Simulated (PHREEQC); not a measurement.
Make-up at 20 °C: 0.015 mol/kgw HNO3, 0.023 mol/kgw FeCl3 and 0.019 mol/kgw MnSO4. Closed to the air; pH follows from the charge balance.

Equilibrium calculation in PHREEQC: ion-association model, wateq4f.dat.

This is a speciation only: nothing precipitates in the calculation.

Q: Order these S species by the share of S that they hold, largest first: SO4-2, FeHSO4+2, FeSO4+, HSO4-, MnSO4.

A: FeSO4+ (62 %), SO4-2 (17 %), HSO4- (7.8 %), MnSO4 (5.6 %), FeHSO4+2 (4.3 %)

Q: Order these Cl species by the share of Cl that they hold, largest first: MnCl+, FeCl+2, Cl-, FeCl2+.

A: Cl- (92 %), FeCl+2 (4.3 %), MnCl+ (2.2 %), FeCl2+ (0.97 %)

The pH is 1.93 and the ionic strength 0.129 mol/kgw. The solution is supersaturated, for example in Hematite (slow to form), Goethite (slow to form), so a real one may precipitate; this is no full list.
